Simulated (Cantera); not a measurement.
An isothermal, constant-pressure homogeneous reactor starts with C2H6 : N2 = 1 : 44 (molar parts), at 1725 K and 0.133 bar. Integrator tolerance rtol = 1e-08.

Computed with Cantera and GRI-Mech 3.0 (53 species, 325 reactions). GRI-Mech 3.0 stops at C3 and has no aromatics, soot or wall deposition, so with more carbon than oxygen in the feed, carbon stays in small species such as C2H2 where larger ones or solid carbon would form.

**Question.** What does this change do: C2H6 1 to 0.63 parts?

**Answer.** 
```tsv
quantity	before	after
x(C2H6) at 10.0 s	1.26e-10 (gas-phase equilibrium 9.60e-12)	5.82e-11 (gas-phase equilibrium 1.83e-12)
x(C2H4) at 10.0 s	4.80e-6 (gas-phase equilibrium 8.68e-7)	2.00e-6 (gas-phase equilibrium 2.56e-7)
x(CH3) at 10.0 s	1.50e-6 (gas-phase equilibrium 3.76e-7)	1.03e-6 (gas-phase equilibrium 1.64e-7)
x(CH2) at 10.0 s	3.92e-9 (gas-phase equilibrium 9.86e-10)	3.34e-9 (gas-phase equilibrium 5.36e-10)
x(C2H2) at 10.0 s	0.0212 (gas-phase equilibrium 0.00384)	0.0137 (gas-phase equilibrium 0.00176)
```

**Question.** What does this change do: 0.55 parts H2O added?

**Answer.** 
| quantity | before | after |
|---|---|---|
| x(C2H6) at 10.0 s | 1.26e-10 (gas-phase equilibrium 9.60e-12) | 4.46e-9 (gas-phase equilibrium 1.02e-11) |
| x(C2H4) at 10.0 s | 4.80e-6 (gas-phase equilibrium 8.68e-7) | 4.75e-6 (gas-phase equilibrium 6.71e-7) |
| x(CH3) at 10.0 s | 1.50e-6 (gas-phase equilibrium 3.76e-7) | 9.60e-6 (gas-phase equilibrium 3.88e-7) |
| x(CH2) at 10.0 s | 3.92e-9 (gas-phase equilibrium 9.86e-10) | 2.22e-8 (gas-phase equilibrium 8.67e-10) |
| x(C2H2) at 10.0 s | 0.0212 (gas-phase equilibrium 0.00384) | 0.0151 (gas-phase equilibrium 0.00215) |

**Question.** What does this change do: pressure from 0.133 bar to 0.0267 bar?

**Answer.** 
```tsv
quantity	before	after
x(C2H6) at 10.0 s	1.26e-10 (gas-phase equilibrium 9.60e-12)	8.84e-11 (gas-phase equilibrium <1e-12)
x(C2H4) at 10.0 s	4.80e-6 (gas-phase equilibrium 8.68e-7)	9.64e-7 (gas-phase equilibrium 1.73e-7)
x(CH3) at 10.0 s	1.50e-6 (gas-phase equilibrium 3.76e-7)	3.00e-6 (gas-phase equilibrium 1.68e-7)
x(CH2) at 10.0 s	3.92e-9 (gas-phase equilibrium 9.86e-10)	1.74e-8 (gas-phase equilibrium 9.85e-10)
x(C2H2) at 10.0 s	0.0212 (gas-phase equilibrium 0.00384)	0.0212 (gas-phase equilibrium 0.00384)
```
Radical loss at walls, strong at low pressure, is not modelled.
